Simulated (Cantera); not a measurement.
A closed system holds: 1 mol c-C₄F₈, 0.21 mol CH₄, at 2150 K and 13300 Pa.

These are equilibrium values from Cantera (NASA tables, ideal gas, pure condensed phases), not measurements of a reactor. Candidate condensed phases: C, C₆H₆, C₇H₈, C₈H₁₈; 95 gas species. The feed counts by its element totals alone. The tables' values for C₂F₄ are old estimates; treat these amounts as uncertain. Gases not in the tables: C₂F₆ and larger saturated fluorocarbons. The numbers say what is thermodynamically allowed, not how fast it happens.

Base state: CF₄ 0.597, HF 0.303, CF₂ 0.0747, F 0.0170, CF₃ 0.00837, CF 0.000157, C₂F₄ 1.14e-5, CHF₃ 1.10e-5 (mole fractions); condensed: C(graphite).

### Question
What changes in the equilibrium state with this change: temperature from 2150 K to 898 K?

### Answer
```json
[
 {"species": "CF₄", "before": "0.597", "after": "0.681"},
 {"species": "HF", "before": "0.303", "after": "0.319"},
 {"species": "CHF₃", "before": "1.10e-5", "after": "4.28e-7"},
 {"species": "CF₂", "before": "0.0747", "after": "<1e-9"},
 {"species": "F", "before": "0.0170", "after": "<1e-9"},
 {"species": "CF₃", "before": "0.00837", "after": "<1e-9"},
 {"species": "CF", "before": "0.000157", "after": "<1e-9"},
 {"species": "C(graphite), mol", "before": "2.32", "after": "2.42"}
]
```
Condensed phases not in the tables: fluorocarbon polymer.

### Question
What changes in the equilibrium state with this change: temperature from 2150 K to 2000 K?

### Answer
```json
[
 {"species": "CF₄", "before": "0.597", "after": "0.653"},
 {"species": "HF", "before": "0.303", "after": "0.314"},
 {"species": "CF₂", "before": "0.0747", "after": "0.0247"},
 {"species": "F", "before": "0.0170", "after": "0.00460"},
 {"species": "CF", "before": "0.000157", "after": "2.14e-5"},
 {"species": "C₂F₄", "before": "1.14e-5", "after": "3.90e-6"},
 {"species": "CF₃", "before": "0.00837", "after": "0.00349"},
 {"species": "CHF₃", "before": "1.10e-5", "after": "9.85e-6"},
 {"species": "C(graphite), mol", "before": "2.32", "after": "2.39"}
]
```

### Question
What changes in the equilibrium state with this change: pressure from 13300 Pa to 133 Pa?

### Answer
```json
[
 {"species": "F", "before": "0.0170", "after": "0.359"},
 {"species": "CF₂", "before": "0.0747", "after": "0.333"},
 {"species": "HF", "before": "0.303", "after": "0.179"},
 {"species": "CF₄", "before": "0.597", "after": "0.118"},
 {"species": "CHF₃", "before": "1.10e-5", "after": "2.88e-7"},
 {"species": "CF", "before": "0.000157", "after": "0.00331"},
 {"species": "C₂F₄", "before": "1.14e-5", "after": "2.25e-6"},
 {"species": "CF₃", "before": "0.00837", "after": "0.00786"},
 {"species": "C(graphite), mol", "before": "2.32", "after": "2.04"}
]
```
